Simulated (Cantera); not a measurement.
Hydrocarbon pyrolysis for carbon deposition

A perfectly stirred reactor is fed with C2H6 : N2 = 1 : 25 (molar parts), at 1.01 bar; it is held at 1400 K, and followed from long to short residence time.

Model: GRI-Mech 3.0 (53 species, 325 reactions), integrated in Cantera. GRI-Mech 3.0 stops at C3 and has no aromatics, soot or wall deposition, so with more carbon than oxygen in the feed, carbon stays in small species such as C2H2 where larger ones or solid carbon would form.

```tsv
τ (s)	x C2H6	x CH4	x CH2	x CH3	x H	x H2
29	1.21e-5	0.0116	1.25e-10	6.37e-6	1.46e-6	0.0535
6.9	3.34e-5	0.0125	2.86e-10	1.00e-5	2.08e-6	0.0521
1.6	8.71e-5	0.0114	7.22e-10	1.52e-5	3.56e-6	0.0533
0.39	0.000216	0.00988	1.81e-9	2.26e-5	6.16e-6	0.0545
0.092	0.000575	0.00908	4.71e-9	3.58e-5	1.01e-5	0.0532
0.022	0.00165	0.00884	1.25e-8	6.09e-5	1.45e-5	0.0479
0.0052	0.00518	0.00789	3.38e-8	0.000112	1.77e-5	0.0369
0.0012	0.0157	0.00461	7.79e-8	0.000205	1.66e-5	0.0208
0.00029	0.0298	0.00136	1.02e-7	0.000272	1.29e-5	0.00707
```
x: mole fraction; the columns are a selection and need not sum to one.
